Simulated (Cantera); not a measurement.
# Premixed flame

A freely propagating, adiabatic, planar premixed flame of H₂ : O₂ : N₂ = 1 : 0.725 : 3.12 (molar parts), unburnt at 500 K and 6.60 bar; mixture-averaged transport, grid criteria slope 0.08 and curve 0.16, no radiation.

Detailed kinetics in Cantera: the H2/O2 subset of GRI-Mech 3.0, which has no nitrogen chemistry. The hydrogen kinetics of GRI-Mech 3.0 are dated; newer H2 mechanisms differ, most at raised pressure. Burning velocities carry a grid error of a few per cent, more on coarse grids. Lean hydrogen flames are cellular in practice and burn faster than this planar one.

| z (mm) | T (K) | u (m/s) | x H₂ | x O₂ | x H₂O₂ | x H | x O | x HO₂ |
|---|---|---|---|---|---|---|---|---|
| -0.164 | 500 | 1.22 | 0.203 | 0.150 | 6.90e-8 | <1e-8 | <1e-8 | 1.31e-7 |
| -0.109 | 504 | 1.22 | 0.196 | 0.152 | 9.76e-7 | <1e-8 | <1e-8 | 1.84e-6 |
| -0.0819 | 510 | 1.22 | 0.187 | 0.153 | 3.26e-6 | <1e-8 | <1e-8 | 6.23e-6 |
| -0.0546 | 538 | 1.26 | 0.165 | 0.156 | 1.87e-5 | <1e-8 | 6.20e-8 | 3.87e-5 |
| -0.0273 | 746 | 1.68 | 0.114 | 0.152 | 0.000154 | 1.18e-5 | 9.12e-6 | 0.000549 |
| -0.0136 | 1059 | 2.35 | 0.0770 | 0.133 | 0.000178 | 0.000468 | 0.000209 | 0.000714 |
| 0 | 1406 | 3.10 | 0.0419 | 0.103 | 2.86e-5 | 0.00223 | 0.00130 | 0.000398 |
| 0.0136 | 1639 | 3.61 | 0.0194 | 0.0784 | 4.96e-6 | 0.00321 | 0.00246 | 0.000211 |
| 0.0273 | 1768 | 3.89 | 0.00957 | 0.0665 | 3.16e-6 | 0.00263 | 0.00263 | 0.000123 |
| 0.0546 | 1882 | 4.13 | 0.00382 | 0.0600 | 1.88e-6 | 0.00113 | 0.00174 | 5.59e-5 |
| 0.109 | 1946 | 4.26 | 0.00134 | 0.0584 | 9.97e-7 | 0.000252 | 0.000668 | 1.98e-5 |
| 0.218 | 1970 | 4.31 | 0.000375 | 0.0584 | 4.77e-7 | 3.86e-5 | 0.000198 | 6.16e-6 |
| 0.437 | 1977 | 4.33 | 0.000135 | 0.0585 | 2.83e-7 | 9.35e-6 | 7.93e-5 | 2.97e-6 |
x: mole fraction of selected species; z is measured from the peak of heat release.

```json
{
 "laminar_burning_velocity": "123 cm/s",
 "thermal_thickness": "0.0546 mm",
 "peak x(H₂O₂)": "0.000198",
 "peak x(H)": "0.00321",
 "peak x(O)": "0.00267",
 "peak x(HO₂)": "0.000774"
}
```
